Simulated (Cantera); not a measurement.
A perfectly stirred reactor is fed with H2 : O2 : N2 = 1 : 1.11 : 4.18 (molar parts), at 100000 Pa; it is adiabatic with a 450 K inlet, and is followed from long to short residence time, starting on the burning branch (τ in s: 0.28, 0.099, 0.034, 0.012, 0.0042, 0.0014, 0.0005, 0.00018, 6.1e-05, 2.1e-05, 7.4e-06).

Computed with Cantera and the H2/O2 subset of GRI-Mech 3.0, which has no nitrogen chemistry.

Predict: blow-out, bracketed by the residence times tried; x(H2) at τ = 0.280 s; x(O2) at τ = 0.280 s; x(H2O2) at τ = 0.280 s; x(OH) at τ = 0.280 s; x(H2O) at τ = 0.280 s; x(H2) at τ = 1.40 ms; x(O2) at τ = 1.40 ms; x(H2O2) at τ = 1.40 ms; x(OH) at τ = 1.40 ms; x(H2O) at τ = 1.40 ms.


```
Item                                                                           Value
------------------------------------------------  ----------------------------------
blow-out, bracketed by the residence times tried  burning at 61.0 µs, out at 21.0 µs
x(H2) at τ = 0.280 s                                                         7.16e-5
x(O2) at τ = 0.280 s                                                           0.105
x(H2O2) at τ = 0.280 s                                                       9.63e-8
x(OH) at τ = 0.280 s                                                        0.000797
x(H2O) at τ = 0.280 s                                                          0.172
x(H2) at τ = 1.40 ms                                                         0.00228
x(O2) at τ = 1.40 ms                                                           0.104
x(H2O2) at τ = 1.40 ms                                                       9.34e-7
x(OH) at τ = 1.40 ms                                                         0.00403
x(H2O) at τ = 1.40 ms                                                          0.167
```
